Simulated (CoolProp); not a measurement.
Model: reference Helmholtz-energy equation of state, de Reuck 1990, in CoolProp.

Task: For fluorine, give the phase and the speed of sound (m/s) at 248 K and 0.559 MPa.

Result: 
- 248 K and 0.559 MPa: gas; speed of sound 273
